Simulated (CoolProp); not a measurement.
n-decane at several states: fugacity coefficient from the reference equation and from simpler models built on Tc = 617.7 K, pc = 2.101 MPa, ω = 0.488; each cubic takes its own stable root.

Model: reference Helmholtz-energy equation of state, Lemmon 2006, in CoolProp. It is a short technical equation, of lower accuracy than the large ones.

```tsv
T (K)	p (MPa)	phase	reference
410.8	3.25	liquid	0.01332
494.7	0.0253	gas	0.9899
392.8	5.87	liquid	0.004912
```

How far does each simpler model (van der Waals, Peng-Robinson) lie from the reference over these 3 states: mean and median of the absolute difference, and the worst?


- van der Waals: mean 761.4 %, median 831.7 %, worst +1452.1 % at 392.8 K and 5.87 MPa
- Peng-Robinson: mean 2.5 %, median 2.9 %, worst +4.4 % at 392.8 K and 5.87 MPa
